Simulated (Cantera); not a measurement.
An adiabatic, constant-volume homogeneous reactor starts with H₂ : O₂ : N₂ = 1 : 1.09 : 4.09 (molar parts), equivalence ratio 0.46, at 1098 K and 5.00 bar. Integrator tolerance rtol = 1e-08.

Computed with Cantera and GRI-Mech 3.0 (53 species, 325 reactions). The hydrogen kinetics of GRI-Mech 3.0 are dated; newer H2 mechanisms differ, most at raised pressure.

Task: What does this change do: 0.55 parts CO2 added?

Result: 
```csv
quantity,before,after
time of steepest temperature rise,0.653 ms,0.925 ms
temperature at 6.00 s,2446 K,2286 K
equilibrium temperature,2446 K,2286 K
x(H₂) at 6.00 s,0.000795 (gas-phase equilibrium 0.000795),0.000327 (gas-phase equilibrium 0.000327)
x(O₂) at 6.00 s,0.0949 (gas-phase equilibrium 0.0949),0.0894 (gas-phase equilibrium 0.0894)
x(NO₂) at 6.00 s,2.71e-5 (gas-phase equilibrium 2.71e-5),2.09e-5 (gas-phase equilibrium 2.09e-5)
x(NO) at 6.00 s,0.0134 (gas-phase equilibrium 0.0134),0.00907 (gas-phase equilibrium 0.00907)
x(HO₂) at 6.00 s,1.60e-5 (gas-phase equilibrium 1.60e-5),9.09e-6 (gas-phase equilibrium 9.09e-6)
```

Task: What does this change do: initial temperature 1098 to 1150 K?

Result: 
```
quantity                                                              before                                      after
---------------------------------  -----------------------------------------  -----------------------------------------
time of steepest temperature rise                                   0.653 ms                                    41.2 µs
temperature at 6.00 s                                                 2446 K                                     2481 K
equilibrium temperature                                               2446 K                                     2481 K
x(H₂) at 6.00 s                    0.000795 (gas-phase equilibrium 0.000795)  0.000958 (gas-phase equilibrium 0.000958)
x(O₂) at 6.00 s                        0.0949 (gas-phase equilibrium 0.0949)      0.0942 (gas-phase equilibrium 0.0942)
x(NO₂) at 6.00 s                     2.71e-5 (gas-phase equilibrium 2.71e-5)    2.71e-5 (gas-phase equilibrium 2.71e-5)
x(NO) at 6.00 s                        0.0134 (gas-phase equilibrium 0.0134)      0.0142 (gas-phase equilibrium 0.0142)
x(HO₂) at 6.00 s                     1.60e-5 (gas-phase equilibrium 1.60e-5)    1.73e-5 (gas-phase equilibrium 1.73e-5)
```
